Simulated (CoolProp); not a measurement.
Cyclopropane along the isobar 7170 kPa: fugacity coefficient from the reference equation and from simpler models built on Tc = 398.7 K, pc = 5605 kPa, ω = 0.131; each cubic takes its own stable root.

Model: reference Helmholtz-energy equation of state, Polt 1992, in CoolProp. This equation is an older, rougher fit; its heat capacities, sound speeds and derivatives of the liquid may be far off and weren't checked against measurements.

| T (K) | phase | reference |
|---|---|---|
| 370 | liquid | 0.3923 |
| 380.3 | liquid | 0.4462 |
| 390.6 | liquid | 0.5011 |
| 400.9 | supercritical | 0.5555 |
| 411.2 | supercritical | 0.6063 |
| 421.5 | supercritical | 0.6464 |
| 431.8 | supercritical | 0.6765 |
| 442.1 | supercritical | 0.7012 |
| 452.4 | supercritical | 0.7225 |
| 462.7 | supercritical | 0.7411 |
| 473 | supercritical | 0.7576 |

Task: How far does each simpler model (van der Waals, Redlich-Kwong, Soave-Redlich-Kwong) lie from the reference over these 11 states: mean and median of the absolute difference, and the worst?

Result: 
- van der Waals: mean 6.0 %, median 2.1 %, worst +22.7 % at 370 K and 7170 kPa
- Redlich-Kwong: mean 1.6 %, median 0.3 %, worst +6.1 % at 370 K and 7170 kPa
- Soave-Redlich-Kwong: mean 1.7 %, median 1.5 %, worst +3.1 % at 370 K and 7170 kPa
